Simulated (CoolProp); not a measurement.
The fluid at 293.15 K and 0.148 MPa flows at 24 m/s in a round tube of 12.7 mm bore and 0.25 µm roughness, fully developed (64/Re and Nu = 3.66 if laminar; Colebrook and Gnielinski if turbulent). The same conditions are run with several fluids, on thermodynamics alone (safety and materials aside).

Computed with CoolProp (reference Helmholtz-energy equation of state of each fluid (normal hydrogen: Leachman 2009; C2F6 (R116): Lemmon 2006; oxygen: Schmidt 1985; R125: Lemmon 2005; ammonia: Gao 2020)).

```json
[
 {"fluid": "normal hydrogen", "Reynolds number": "4240", "Darcy friction factor": "(withheld)", "pressure drop (Pa/m)": "109", "heat-transfer coefficient (W/(m² K))": "(withheld)", "mass flow (kg/h)": "1.34"},
 {"fluid": "C2F6 (R116)", "Reynolds number": "(withheld)", "Darcy friction factor": "0.0160", "pressure drop (Pa/m)": "3090", "heat-transfer coefficient (W/(m² K))": "349", "mass flow (kg/h)": "93.2"},
 {"fluid": "oxygen", "Reynolds number": "29200", "Darcy friction factor": "0.0237", "pressure drop (Pa/m)": "(withheld)", "heat-transfer coefficient (W/(m² K))": "142", "mass flow (kg/h)": "21.3"},
 {"fluid": "R125", "Reynolds number": "178000", "Darcy friction factor": "0.0161", "pressure drop (Pa/m)": "(withheld)", "heat-transfer coefficient (W/(m² K))": "318", "mass flow (kg/h)": "81.7"},
 {"fluid": "ammonia", "Reynolds number": "32400", "Darcy friction factor": "0.0231", "pressure drop (Pa/m)": "(withheld)", "heat-transfer coefficient (W/(m² K))": "164", "mass flow (kg/h)": "(withheld)"}
]
```

**Question.** Some entries are withheld; supply them.

**Answer.** 
- normal hydrogen, Darcy friction factor: 0.0393
- normal hydrogen, heat-transfer coefficient (W/(m² K)): 196
- C2F6 (R116), Reynolds number: 187000
- oxygen, pressure drop (Pa/m): 1040
- R125, pressure drop (Pa/m): 2730
- ammonia, pressure drop (Pa/m): 551
- ammonia, mass flow (kg/h): 11.5

Transport values come from each fluid's own correlations; those of C2F6 (R116) are estimates that may be off by 10 % or more.
